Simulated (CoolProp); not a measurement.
Vapour-liquid equilibrium of R143a (1) + dimethyl ether (2) at 0.00624 MPa; x and y are mole fractions of (1).

The numbers come from the multi-fluid Helmholtz-energy mixture model, Lemmon and Jacobsen 2000 and Wu 2011; pair parameters Bell 2016 in CoolProp.

Task: Give the bubble temperature and the first vapour's composition at x = 0.05, 0.5, 0.65. Is there an azeotrope?

Result: x = 0.05: 196.6 K, y = 0.200; x = 0.5: 185.9 K, y = 0.806; x = 0.65: 184.1 K, y = 0.878. No azeotrope shows between x = 0.05 and 0.95.

Pair parameters are fitted to limited data, so mixtures are less certain than the pure fluids.
